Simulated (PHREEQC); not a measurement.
Synthetic water in mg/L, 25 °C, pH 5.67, pe 10.1: Na 0.835; K 0.387; Ca 1.65; Mg 0.238; Cl 1.19; S(6) as SO4 1.75; Alkalinity as HCO3 4.87; O(0) (dissolved oxygen) 0.0193; N(5) as NO3 0.00106; Cd 0.0117.

Valence states are taken as typed.

Computed with PHREEQC (ion-association model, phreeqc.dat).

Each row changes one thing in this solution. This is a speciation only: nothing precipitates in the calculation.

| case | CO2 (mol/kgw) | HCO3- (mol/kgw) | CaSO4 (mol/kgw) | CaHCO3+ (mol/kgw) | MgSO4 (mol/kgw) | MgHCO3+ (mol/kgw) | SI of Otavite (CdCO3) | SI of Gypsum (CaSO4:2H2O) |
|---|---|---|---|---|---|---|---|---|
| as made | 0.000387 | 8.19e-5 | 1.15e-7 | 4.00e-8 | 3.60e-8 | 8.73e-9 | -3.67 | -4.61 |
| N(5) from 0.00106 to 0.00053 mg/L | 0.000387 | 8.19e-5 | 1.15e-7 | 4.00e-8 | 3.60e-8 | 8.73e-9 | -3.67 | -4.61 |
| Ca from 1.65 to 0.825 mg/L | 0.000388 | 8.19e-5 | 5.84e-8 | 2.02e-8 | 3.66e-8 | 8.79e-9 | -3.67 | -4.90 |
| all concentrations times 4 at the same typed pH | ___ | 0.000321 | 1.57e-6 | 5.84e-7 | ___ | 1.27e-7 | -2.52 | -3.47 |
| temperature from 25 to 70 °C at the same typed pH | 0.000349 | ___ | 1.51e-7 | 5.53e-8 | ___ | 1.25e-8 | -3.47 | -4.50 |

Q: Complete the blanks.

A: 
- all concentrations times 4 at the same typed pH, CO2 (mol/kgw): 0.00149
- all concentrations times 4 at the same typed pH, MgSO4 (mol/kgw): 4.91e-7
- temperature from 25 to 70 °C at the same typed pH, HCO3- (mol/kgw): 8.18e-5
- temperature from 25 to 70 °C at the same typed pH, MgSO4 (mol/kgw): 9.61e-8

Complexes and solids missing from the database can't appear. Away from 25 °C the constants follow the database's enthalpies or fits; those with neither stay at their 25 °C values.
